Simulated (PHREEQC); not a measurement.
Consider water at 92 °C with 160 mmol/kgw H2SO4, 29 mmol/kgw K2SO4 and 0.91 mmol/kgw CuSO4. Closed to the air; pH follows from the charge balance.

All values are PHREEQC results (ion-association model, wateq4f.dat), not measurements.

No solid was allowed to form.

### Question
Order these S species by the share of S that they hold, largest first: KSO4-, HSO4-, SO4-2.

### Answer
HSO4- (95 %), SO4-2 (4.4 %), KSO4- (1.0 %)

The pH is 0.96 and the ionic strength 0.207 mol/kgw. Species that the database lacks are ignored. Constants without temperature data keep their 25 °C values here.
